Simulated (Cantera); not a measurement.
An isothermal, constant-pressure homogeneous reactor starts with C₂H₆ : N₂ = 1 : 2.5 (molar parts), at 1225 K and 1330 Pa. Integrator tolerance rtol = 1e-08.

Detailed kinetics in Cantera: GRI-Mech 3.0 (53 species, 325 reactions). GRI-Mech 3.0 stops at C3 and has no aromatics, soot or wall deposition, so with more carbon than oxygen in the feed, carbon stays in small species such as C2H2 where larger ones or solid carbon would form. Radical loss at walls, strong at low pressure, is not modelled.

Problem. What does this change do: N2 2.5 to 0.55 parts?

Solution. 
```tsv
quantity	before	after
x(C₂H₆) at 20.0 s	1.89e-5 (gas-phase equilibrium 2.24e-6)	5.14e-5 (gas-phase equilibrium 9.01e-6)
x(HCN) at 20.0 s	3.88e-10 (gas-phase equilibrium 0.0854)	7.47e-11 (gas-phase equilibrium 0.0643)
x(C₂H) at 20.0 s	1.33e-10 (gas-phase equilibrium 1.38e-10)	2.18e-10 (gas-phase equilibrium 2.02e-10)
x(H₂) at 20.0 s	0.261 (gas-phase equilibrium 0.328)	0.431 (gas-phase equilibrium 0.492)
x(C₂H₄) at 20.0 s	0.0568 (gas-phase equilibrium 0.00453)	0.0892 (gas-phase equilibrium 0.0121)
x(CH₄) at 20.0 s	0.0584 (gas-phase equilibrium 0.0287)	0.0992 (gas-phase equilibrium 0.0703)
```
